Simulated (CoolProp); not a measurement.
Vapour-liquid equilibrium of n-octane (1) + p-xylene (2) at 331.8 K; x and y are mole fractions of (1).

The numbers come from the multi-fluid Helmholtz-energy mixture model, Beckmüller 2019 and Zhou 2012; pair parameters Bell 2016 in CoolProp.

```tsv
x	bubble pressure, mixture model (bar)	bubble pressure, Raoult's law (bar)	y, mixture model	y, Raoult's law
0.05	0.06818	0.06638	0.098	0.075
0.2	0.07666	0.07153	0.314	0.277
0.35	0.08299	0.07668	0.469	0.452
0.5	0.08797	0.08182	0.599	0.605
0.65	0.09203	0.08697	0.718	0.740
0.8	0.09539	0.09212	0.836	0.860
0.95	0.09817	0.09726	0.958	0.967
```

The largest gap from Raoult's law is +8.2 % in bubble pressure, at x = 0.35. No azeotrope shows between x = 0.05 and 0.95.

Pair parameters are fitted to limited data, so mixtures are less certain than the pure fluids.
